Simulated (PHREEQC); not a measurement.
A PHREEQC input (ion-association model, phreeqc.dat):

```
SOLUTION 1
  temp 25
  units mg/L
  pH 6.65
  pe 8
  Na 0.233
  K 0.000116
  Ca 0.11
  Mg 0.0878
  Cl 0.108
  S(6) 0.864 as SO4
  Alkalinity 0.162 as HCO3
  Cd 0.00288
  B 7.05e-05
END
USE solution 1
EQUILIBRIUM-PHASES 1
  Gypsum 0 0
  CO2(g) -2 10
END
```

The run finishes with these warnings:
```
WARNING: Unknown input, no keyword has been specified.
WARNING: 	  Gypsum 0 0
WARNING: 	  CO2(g) -2 10
```

Its last state differs from that of the intended input:

```
quantity                     as run  intended
-------------------------  --------  --------
pH                             6.65      4.96
ionic strength (mol/kgw)    3.89e-5   4.98e-5
CO2 (mol/kgw)               1.42e-6  0.000340
HCO3- (mol/kgw)             2.83e-6   1.38e-5
HSO4- (mol/kgw)            1.91e-10   9.41e-9
MgHCO3+ (mol/kgw)          1.16e-10  5.63e-10
SI of Otavite (CdCO3)         -4.74     -5.74
SI of Gypsum (CaSO4:2H2O)     -6.05     -6.06
```

The fault: the keyword misspelt. The line should read `EQUILIBRIUM_PHASES 1` where the input has `EQUILIBRIUM-PHASES 1`.
